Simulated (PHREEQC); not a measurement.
Solution (25 °C): 0.0019 mol/kgw NH4HS and 3.9e-05 mol/kgw HCl. Closed to the air; pH follows from the charge balance.

Model: ion-association model, phreeqc.dat, run in PHREEQC.

No solid was allowed to form.

Q: What pH, specific conductance, ionic strength does the model give?

A: pH 8.02; specific conductance 243 µS/cm; ionic strength 0.00180 mol/kgw.

Q: In which forms is N present?

A: NH4+ 95 %, NH3 5.3 % of the N.
